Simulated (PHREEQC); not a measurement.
Make-up at 20 °C: 0.25 mol TMAH and 0.073 mol K2SO4 per kg of water. Closed to the air; pH follows from the charge balance.

Computed with PHREEQC (ion-association model, phreeqc.dat).

Each row changes one thing in this solution. No solid was allowed to form.

```json
[
 {"case": "as made", "pH": "13.38", "ionic strength (mol/kgw)": "0.447"},
 {"case": "0.17 mol/kgw (NH4)2SO4 added", "pH": "10.28", "ionic strength (mol/kgw)": "0.629"},
 {"case": "temperature from 20 to 90 °C", "pH": "11.59", "ionic strength (mol/kgw)": "0.429"},
 {"case": "diluted 100-fold with water", "pH": "11.53", "ionic strength (mol/kgw)": "0.00468"},
 {"case": "TMAH left out", "pH": "7.27", "ionic strength (mol/kgw)": "0.190"},
 {"case": "temperature from 20 to 30 °C", "pH": "13.04", "ionic strength (mol/kgw)": "0.444"},
 {"case": "K2SO4 left out", "pH": "13.41", "ionic strength (mol/kgw)": "0.250"},
 {"case": "0.0033 mol/kgw KF added", "pH": "13.38", "ionic strength (mol/kgw)": "0.450"}
]
```

(CH3)4N+ isn't in the database: it is added as a free cation with an ion size of 4 Å. Constants without temperature data keep their 25 °C values here.
